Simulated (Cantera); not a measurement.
What does this Cantera script print?

```python
import numpy as np
import cantera as ct

gas_names = [...]  # 113 gases of nasa_gas.yaml made of C, H, O, Pb
cond_names = """
    C(gr) C6H6(L) C7H8(L) C8H18(L),n-octa H2O(s) H2O(L) Pb(cr) Pb(L) PbO(rd) PbO(yw) PbO(L) PbO2(s)
    Pb3O4(s)
""".split()


# ... load() reads the species with a 1 bar reference pressure and builds the phases ...
atoms = {
    'Pb': {'Pb': 1},
    'CO': {'C': 1, 'O': 1},
    'H2': {'H': 2},
}
top_T = {'C(gr)': 4500, 'Pb3O4(s)': 820}  # K; cautious upper limits of use, not melting points


# ... equilibrate(T, P, feed) seeds the gas with the atoms and calls Mixture.equilibrate('TP', solver="vcs", rtol=1e-11, max_steps=5000) ...
results = []
P = 19000  # Pa
for T in [800, 900, 1000, 1100, 1200, 1300, 1400, 1500, 1600]:
    for m in [0.27, 0.38, 0.52, 0.71, 0.97, 1.3, 1.8, 2.5, 3.4, 4.7, 6.5, 8.9]:
        feed = {'Pb': 1, 'CO': m, 'H2': 0.15}  # mol
        mix = equilibrate(T, P, feed)
        results.append((T, P, feed, dict(zip(mix.species_names, mix.species_moles))))

for T, P, feed, n in results:
    print(f"{T:7g} {feed['CO']:10.4g}  " + (" + ".join(c for c in cond_names if n.get(c, 0) > 1e-12) or "gas only"))
```

Output:

```
    800       0.27  C(gr) + Pb(L)
    800       0.38  C(gr) + Pb(L)
    800       0.52  C(gr) + Pb(L)
    800       0.71  C(gr) + Pb(L)
    800       0.97  C(gr) + Pb(L)
    800        1.3  C(gr) + Pb(L)
    800        1.8  C(gr) + Pb(L)
    800        2.5  C(gr) + Pb(L)
    800        3.4  C(gr) + Pb(L)
    800        4.7  C(gr) + Pb(L)
    800        6.5  C(gr) + Pb(L)
    800        8.9  C(gr) + Pb(L)
    900       0.27  C(gr) + Pb(L)
    900       0.38  C(gr) + Pb(L)
    900       0.52  C(gr) + Pb(L)
    900       0.71  C(gr) + Pb(L)
    900       0.97  C(gr) + Pb(L)
    900        1.3  C(gr) + Pb(L)
    900        1.8  C(gr) + Pb(L)
    900        2.5  C(gr) + Pb(L)
    900        3.4  C(gr) + Pb(L)
    900        4.7  C(gr) + Pb(L)
    900        6.5  C(gr) + Pb(L)
    900        8.9  C(gr) + Pb(L)
   1000       0.27  C(gr) + Pb(L)
   1000       0.38  C(gr) + Pb(L)
   1000       0.52  C(gr) + Pb(L)
   1000       0.71  C(gr) + Pb(L)
   1000       0.97  C(gr) + Pb(L)
   1000        1.3  C(gr) + Pb(L)
   1000        1.8  C(gr) + Pb(L)
   1000        2.5  C(gr) + Pb(L)
   1000        3.4  C(gr) + Pb(L)
   1000        4.7  C(gr) + Pb(L)
   1000        6.5  C(gr) + Pb(L)
   1000        8.9  C(gr) + Pb(L)
   1100       0.27  C(gr) + Pb(L)
   1100       0.38  C(gr) + Pb(L)
   1100       0.52  C(gr) + Pb(L)
   1100       0.71  C(gr) + Pb(L)
   1100       0.97  C(gr) + Pb(L)
   1100        1.3  C(gr) + Pb(L)
   1100        1.8  C(gr) + Pb(L)
   1100        2.5  C(gr) + Pb(L)
   1100        3.4  C(gr) + Pb(L)
   1100        4.7  C(gr) + Pb(L)
   1100        6.5  C(gr) + Pb(L)
   1100        8.9  C(gr) + Pb(L)
   1200       0.27  C(gr) + Pb(L)
   1200       0.38  C(gr) + Pb(L)
   1200       0.52  C(gr) + Pb(L)
   1200       0.71  C(gr) + Pb(L)
   1200       0.97  C(gr) + Pb(L)
   1200        1.3  C(gr) + Pb(L)
   1200        1.8  C(gr) + Pb(L)
   1200        2.5  C(gr) + Pb(L)
   1200        3.4  C(gr) + Pb(L)
   1200        4.7  C(gr) + Pb(L)
   1200        6.5  C(gr) + Pb(L)
   1200        8.9  C(gr) + Pb(L)
   1300       0.27  C(gr) + Pb(L)
   1300       0.38  C(gr) + Pb(L)
   1300       0.52  C(gr) + Pb(L)
   1300       0.71  C(gr) + Pb(L)
   1300       0.97  C(gr) + Pb(L)
   1300        1.3  C(gr) + Pb(L)
   1300        1.8  C(gr) + Pb(L)
   1300        2.5  C(gr) + Pb(L)
   1300        3.4  C(gr) + Pb(L)
   1300        4.7  C(gr) + Pb(L)
   1300        6.5  C(gr) + Pb(L)
   1300        8.9  C(gr) + Pb(L)
   1400       0.27  C(gr) + Pb(L)
   1400       0.38  C(gr) + Pb(L)
   1400       0.52  C(gr) + Pb(L)
   1400       0.71  C(gr) + Pb(L)
   1400       0.97  C(gr) + Pb(L)
   1400        1.3  C(gr) + Pb(L)
   1400        1.8  C(gr) + Pb(L)
   1400        2.5  C(gr) + Pb(L)
   1400        3.4  C(gr) + Pb(L)
   1400        4.7  C(gr) + Pb(L)
   1400        6.5  C(gr) + Pb(L)
   1400        8.9  C(gr) + Pb(L)
   1500       0.27  C(gr) + Pb(L)
   1500       0.38  C(gr) + Pb(L)
   1500       0.52  C(gr) + Pb(L)
   1500       0.71  C(gr) + Pb(L)
   1500       0.97  C(gr) + Pb(L)
   1500        1.3  C(gr) + Pb(L)
   1500        1.8  C(gr) + Pb(L)
   1500        2.5  C(gr) + Pb(L)
   1500        3.4  C(gr) + Pb(L)
   1500        4.7  C(gr) + Pb(L)
   1500        6.5  C(gr) + Pb(L)
   1500        8.9  C(gr)
   1600       0.27  Pb(L)
   1600       0.38  C(gr) + Pb(L)
   1600       0.52  C(gr) + Pb(L)
   1600       0.71  C(gr) + Pb(L)
   1600       0.97  C(gr) + Pb(L)
   1600        1.3  C(gr) + Pb(L)
   1600        1.8  C(gr) + Pb(L)
   1600        2.5  C(gr)
   1600        3.4  C(gr)
   1600        4.7  C(gr)
   1600        6.5  C(gr)
   1600        8.9  C(gr)
```

Equilibrium computed with Cantera from the NASA thermochemical tables; the gas is ideal and each condensed phase is pure.
